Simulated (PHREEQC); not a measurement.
Solution (25 °C): 7 mmol/kgw HBr, 140 mmol/kgw FeCl3 and 0.17 mmol/kgw CuCl2. Closed to the air; pH follows from the charge balance.

Equilibrium calculation in PHREEQC: ion-association model, phreeqc.dat.

```tsv
quantity	before	after
pH	1.78	1.76
ionic strength (mol/kgw)	0.509	0.508
Cl- (mol/kgw)	0.304	0.304
Cu+2 (mol/kgw)	0.000140	0.000134
CuCl+ (mol/kgw)	2.84e-5	3.42e-5
CuCl2 (mol/kgw)	1.73e-6	2.20e-6
```

Q: What was changed between the two runs?
(A) temperature from 25 to 30 °C
(B) CuCl2 replaced by Cu(BF4)2 at the same molality
(C) temperature from 25 to 55 °C
(D) FeCl3 replaced by BaCl2 at the same molality
(E) temperature from 25 to 10 °C

A: A, temperature from 25 to 30 °C

This is a speciation only: nothing precipitates in the calculation. Some of these states are supersaturated (in Hematite (slow to form), Goethite (slow to form), for instance).
